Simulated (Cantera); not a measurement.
Charge: 1 mol HBr, 0.28 mol H₂, equilibrated at 575 K and 0.100 bar.

Cantera equilibrium calculation (NASA polynomials, part measured and part estimated; ideal gas, pure solids and liquids). Equilibrium is a limit: real reactors are often held back by kinetics, nucleation or transport.

```json
[
 {"species": "HBr", "before": "0.781", "after": "0.779"},
 {"species": "H₂", "before": "0.219", "after": "0.219"},
 {"species": "Br", "before": "<1e-9", "after": "0.00183"},
 {"species": "Br₂", "before": "<1e-9", "after": "3.05e-5"}
]
```
Gas species are given as mole fractions.

What was changed between the two runs?
(A) temperature from 575 K to 3348 K
(B) temperature from 575 K to 1325 K
(C) temperature from 575 K to 2600 K
(D) temperature from 575 K to 2925 K

B, temperature from 575 K to 1325 K
